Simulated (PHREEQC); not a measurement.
Dissolve 0.023 mol HCl, 0.031 mol CuSO4 and 0.14 mol MnSO4 per kg of water at 25 °C. Closed to the air; pH follows from the charge balance.

The numbers come from PHREEQC with the ion-association model, phreeqc.dat.

No solid was allowed to form.

**Question.** Order these Cl species by the share of Cl that they hold, largest first: CuCl+, MnCl+, Cl-.

**Answer.** Cl- (91 %), MnCl+ (7.4 %), CuCl+ (1.1 %)

The pH is 2.21 and the ionic strength 0.364 mol/kgw.
